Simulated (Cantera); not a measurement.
An adiabatic, constant-pressure homogeneous reactor starts with CH₄ : CO : O₂ : N₂ = 1 : 0.81 : 6.68 : 25.1 (molar parts), equivalence ratio 0.36, at 1373 K and 525 Torr.

Computed with Cantera and GRI-Mech 3.0 (53 species, 325 reactions).

Question: Predict: time of steepest temperature rise; temperature at 2.00 s; equilibrium temperature; x(CO) at 2.00 s; x(O₂) at 2.00 s; x(H₂O) at 2.00 s; x(HO₂) at 2.00 s.

Answer: 
```json
{
 "time_of_steepest_temperature_rise": "3.35 ms",
 "temperature at 2.00 s": "2149 K",
 "equilibrium_temperature": "2149 K",
 "x(CO) at 2.00 s": "0.000772 (gas-phase equilibrium 0.000771)",
 "x(O₂) at 2.00 s": "0.124 (gas-phase equilibrium 0.124)",
 "x(H₂O) at 2.00 s": "0.0585 (gas-phase equilibrium 0.0585)",
 "x(HO₂) at 2.00 s": "2.33e-6 (gas-phase equilibrium 2.33e-6)"
}
```
